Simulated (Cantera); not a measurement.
A closed system holds: 1 mol C2H4, 0.28 mol NH3, at 1325 K and 0.000230 bar.

These are equilibrium values from Cantera (NASA tables, ideal gas, pure condensed phases), not measurements of a reactor. Candidate condensed phases: C, C6H6, C7H8, C8H18; 92 gas species. Equilibrium is a limit: real reactors are often held back by kinetics, nucleation or transport.

Base state: H2 0.945, N2 0.0547, H 0.000105, HCN 5.93e-5 (mole fractions); condensed: C(graphite).

Problem. What changes in the equilibrium state with this change: NH3 from 0.28 to 0.011 mol?

Solution. 
```tsv
species	before	after
H2	0.945	0.997
N2	0.0547	0.00271
H	0.000105	0.000108
HCN	5.93e-5	1.36e-5
C(graphite), mol	2.00	2.00
```
